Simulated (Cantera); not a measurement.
Cantera run:

```python
import numpy as np
import cantera as ct

gas_names = """
    CL CL2 H HCL H2 N NH NH2 NH3 N2 N2H2 N2H4 Si SiCL SiCL2 SiCL3 SiCL4 SiH SiHCL3 SiH2 SiH2CL2 SiH3
    SiH3CL SiH4 SiN Si2 Si2N Si3
""".split()
cond_names = """
    NH4CL(a) NH4CL(b) Si(cr) Si(L) Si3N4(a)
""".split()


# ... load() reads the species with a 1 bar reference pressure and builds the phases ...
atoms = {
    'SiH2Cl2': {'Si': 1, 'H': 2, 'CL': 2},
    'N2': {'N': 2},
}
top_T = {'Si3N4(a)': 2400}  # K; cautious upper limits of use, not melting points


# ... equilibrate(T, P, feed) seeds the gas with the atoms and calls Mixture.equilibrate('TP', solver="vcs", rtol=1e-11, max_steps=5000) ...
results = []
feed = {'SiH2Cl2': 1, 'N2': 24}  # mol
P = 13332.2  # Pa
for T in [1698, 1748, 1798, 1848, 1898, 1948, 1998]:
    mix = equilibrate(T, P, feed)
    results.append((T, P, feed, dict(zip(mix.species_names, mix.species_moles))))

top = {s: max(r[3][s] / sum(r[3][g] for g in gas_names) for r in results) for s in gas_names}
cols = sorted((s for s in top if top[s] > 0.0001), key=lambda s: -top[s])[:9]
seen = [c for c in cond_names if any(r[3].get(c, 0) > 1e-12 for r in results)]
print("log10 of partial pressures in bar; condensed amounts in mol")
print(f"{'T/K':>10s}" + "".join(f"{s[:9]:>10s}" for s in cols + seen))
for T, P, feed, n in results:
    ng = sum(n[g] for g in gas_names)
    print(f"{T:10.4g}" + "".join(f"{np.log10(max(n[s] / ng * P / 1e5, 1e-99)):10.3f}" for s in cols)
          + "".join(f"{n.get(c, 0):10.4g}" for c in seen))
```

Result:

```
log10 of partial pressures in bar; condensed amounts in mol
       T/K        N2       HCL        H2     SiCL2     SiCL3         H      SiCL        CL        Si     Si(L)  Si3N4(a)
      1698    -0.910    -2.271    -2.598    -2.664    -3.726    -5.139    -6.214    -4.921    -7.458         0    0.1801
      1748    -0.910    -2.324    -2.550    -2.591    -3.835    -4.916    -5.827    -4.803    -6.854         0    0.1583
      1798    -0.910    -2.382    -2.509    -2.535    -3.956    -4.708    -5.468    -4.696    -6.284         0    0.1381
      1848    -0.910    -2.443    -2.474    -2.492    -4.083    -4.513    -5.134    -4.600    -5.745         0    0.1195
      1898    -0.910    -2.506    -2.446    -2.457    -4.214    -4.330    -4.821    -4.512    -5.236         0    0.1027
      1948    -0.910    -2.570    -2.423    -2.430    -4.346    -4.158    -4.527    -4.431    -4.753         0   0.08705
      1998    -0.910    -2.609    -2.416    -2.421    -4.458    -4.003    -4.295    -4.323    -4.371    0.2318         0
```

These are equilibrium values from Cantera (NASA tables, ideal gas, pure condensed phases), not measurements of a reactor. The tables' values for SiCl3, SiCl, SiN are old estimates; treat these amounts as uncertain.
